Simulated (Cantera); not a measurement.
What does this Cantera script print?

```python
import numpy as np
import cantera as ct

gas = ct.Solution("gri30.yaml")
gas.TPX = 775, 100000, {'CO': 1, 'H2': 0.69, 'O2': 1.49, 'N2': 5.6, 'H2O': 0.92}
inlet = ct.Reservoir(gas, clone=True)
gas.equilibrate("HP")  # start burning
reactor = ct.IdealGasConstPressureReactor(gas, energy="on", clone=False)
exhaust = ct.Reservoir(gas, clone=True)
tau = [0.038, 0.017, 0.0079, 0.0036, 0.0016, 0.00073, 0.00033, 0.00015, 6.8e-05, 3.1e-05, 1.4e-05, 6.3e-06][0]
for a, b in ((inlet, reactor), (reactor, exhaust)):
    ct.MassFlowController(a, b, mdot=lambda t: reactor.mass / tau)
net = ct.ReactorNet([reactor])
show = ['CO', 'H2', 'O2', 'N2O', 'O']

rows = []
print(f"{'tau/s':>10s}{'T/K':>9s}" + "".join(f"{s:>11s}" for s in show))
for tau in [0.038, 0.017, 0.0079, 0.0036, 0.0016, 0.00073, 0.00033, 0.00015, 6.8e-05, 3.1e-05, 1.4e-05, 6.3e-06]:
    net.initial_time = 0.0
    net.advance(30 * tau)
    before = gas.X
    net.advance(40 * tau)
    drift = np.max(np.abs(gas.X - before) / (gas.X + 1e-9))
    rows.append([gas.T, *gas[show].X, drift])
    print(f"{tau:10.3e}{gas.T:9.1f}" + "".join(f"{x:11.3e}" for x in gas[show].X))
```

Output:

```
     tau/s      T/K         CO         H2         O2        N2O          O
 3.800e-02   2045.8  1.940e-03  5.877e-04  7.265e-02  3.296e-07  5.321e-04
 1.700e-02   2032.4  2.921e-03  8.722e-04  7.295e-02  3.823e-07  7.886e-04
 7.900e-03   2011.4  4.469e-03  1.335e-03  7.346e-02  4.091e-07  1.215e-03
 3.600e-03   1978.4  6.882e-03  2.075e-03  7.433e-02  3.945e-07  1.919e-03
 1.600e-03   1929.0  1.044e-02  3.186e-03  7.577e-02  3.482e-07  3.013e-03
 7.300e-04   1862.7  1.512e-02  4.613e-03  7.785e-02  2.955e-07  4.473e-03
 3.300e-04   1773.5  2.160e-02  6.324e-03  8.103e-02  2.467e-07  6.258e-03
 1.500e-04   1655.4  3.164e-02  8.081e-03  8.635e-02  2.051e-07  7.874e-03
 6.800e-05   1482.4  5.200e-02  1.021e-02  9.772e-02  1.576e-07  7.804e-03
 3.100e-05    775.0  1.031e-01  7.113e-02  1.536e-01  1.106e-19  2.566e-13
 1.400e-05    775.0  1.031e-01  7.113e-02  1.536e-01  3.506e-20  1.717e-13
 6.300e-06    775.0  1.031e-01  7.113e-02  1.536e-01  9.084e-21  9.885e-14
```

Detailed kinetics in Cantera: GRI-Mech 3.0 (53 species, 325 reactions).
